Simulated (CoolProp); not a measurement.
Saturation properties of sulfur dioxide (Tc = 157.5 °C, pc = 7.887 MPa, ω = 0.256).

Values from CoolProp's reference Helmholtz-energy equation of state, Gao 2016.

```json
[
 {"T (°C)": "38.65", "p (MPa)": "0.6052", "liquid density (kg/m³)": "1327", "liquid cp (kJ/(kg K))": "1.416"},
 {"T (°C)": "50.75", "p (MPa)": "0.8592", "liquid density (kg/m³)": "?", "liquid cp (kJ/(kg K))": "?"},
 {"T (°C)": "62.75", "p (MPa)": "1.183", "liquid density (kg/m³)": "?", "liquid cp (kJ/(kg K))": "?"},
 {"T (°C)": "74.85", "p (MPa)": "?", "liquid density (kg/m³)": "1211", "liquid cp (kJ/(kg K))": "1.530"},
 {"T (°C)": "86.85", "p (MPa)": "2.100", "liquid density (kg/m³)": "?", "liquid cp (kJ/(kg K))": "1.596"},
 {"T (°C)": "98.95", "p (MPa)": "2.721", "liquid density (kg/m³)": "1118", "liquid cp (kJ/(kg K))": "1.691"},
 {"T (°C)": "110.95", "p (MPa)": "3.461", "liquid density (kg/m³)": "1063", "liquid cp (kJ/(kg K))": "1.833"},
 {"T (°C)": "123.05", "p (MPa)": "4.351", "liquid density (kg/m³)": "999.0", "liquid cp (kJ/(kg K))": "2.075"}
]
```

Question: What belongs in the gaps?

Answer: 
- 50.75, liquid density (kg/m³): 1291
- 50.75, liquid cp (kJ/(kg K)): 1.444
- 62.75, liquid density (kg/m³): 1252
- 62.75, liquid cp (kJ/(kg K)): 1.481
- 74.85, p (MPa): 1.595
- 86.85, liquid density (kg/m³): 1167

It boils at -10.0 °C under 1 atm.
